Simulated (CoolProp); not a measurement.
1-butene along the isotherm 525 K: density (kg/m³) from the reference equation and from simpler models built on Tc = 419.3 K, pc = 4.006 MPa, ω = 0.192; each cubic takes its own stable root.

Values from CoolProp's reference Helmholtz-energy equation of state, Lemmon 2005. It is a short technical equation, of lower accuracy than the large ones.

```tsv
p (MPa)	phase	reference	ideal gas	van der Waals	Soave-Redlich-Kwong
0.0633	gas	0.8157	0.8136	0.8158	0.8156
0.144	gas	1.862	1.851	1.862	1.861
0.328	gas	4.274	4.216	4.276	4.270
0.747	gas	9.909	9.601	9.921	9.889
1.7	gas	23.53	21.85	23.64	23.41
3.87	gas	59.64	49.74	61.01	58.63
8.8	supercritical	174.3	113.1	191.8	162.1
20	supercritical	355.5	257.1	303.9	325.6
```
